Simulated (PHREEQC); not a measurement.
Consider water at 65 °C with 0.25 mol/kgw KOH and 0.15 mol/kgw (CH3)4NCl. Closed to the air; pH follows from the charge balance.

The numbers come from PHREEQC with the ion-association model, phreeqc.dat.

Each row changes one thing in this solution. No solid was allowed to form.

```json
[
 {"case": "as made", "pH": "12.10", "ionic strength (mol/kgw)": "0.400"},
 {"case": "KOH from 0.25 to 0.275 mol/kgw", "pH": "12.14", "ionic strength (mol/kgw)": "0.425"},
 {"case": "KOH left out", "pH": "6.43", "ionic strength (mol/kgw)": "0.150"},
 {"case": "(CH3)4NCl left out", "pH": "12.13", "ionic strength (mol/kgw)": "0.250"},
 {"case": "0.03 mol/kgw CO2 added", "pH": "11.98", "ionic strength (mol/kgw)": "0.430"},
 {"case": "temperature from 65 to 45 °C", "pH": "12.61", "ionic strength (mol/kgw)": "0.400"},
 {"case": "(CH3)4NCl from 0.15 to 0.3 mol/kgw", "pH": "12.09", "ionic strength (mol/kgw)": "0.550"},
 {"case": "KOH from 0.25 to 0.125 mol/kgw", "pH": "11.82", "ionic strength (mol/kgw)": "0.275"}
]
```

(CH3)4N+ isn't in the database: it is added as a free cation with an ion size of 4 Å. Constants without temperature data keep their 25 °C values here.
